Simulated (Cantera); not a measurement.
Feed: 1 mol HI, 0.13 mol H2, 2.8 mol O2, held at 7.50 Torr.

Method: chemical equilibrium by Gibbs-energy minimisation in Cantera with the NASA 1993 tables (ideal gas, pure condensed phases). Candidate condensed phases: H2O, I2; 12 gas species. The numbers say what is thermodynamically allowed, not how fast it happens. All values below are at 1602 °C.

Base state: O2 0.600, I 0.242, H2O 0.150, OH 0.00536, O 0.00186, HI 0.000293, H2 0.000204, H 9.35e-5 (mole fractions); condensed: gas only.

**Question.** What changes in the equilibrium state with this change: pressure from 7.50 Torr to 39.0 Torr?

**Answer.** 
| species | before | after |
|---|---|---|
| O2 | 0.600 | 0.602 |
| I | 0.242 | 0.242 |
| H2O | 0.150 | 0.151 |
| OH | 0.00536 | 0.00357 |
| I2 | 3.18e-5 | 0.000165 |
| H | 9.35e-5 | 2.72e-5 |
| O | 0.00186 | 0.000819 |
| H2 | 0.000204 | 8.98e-5 |
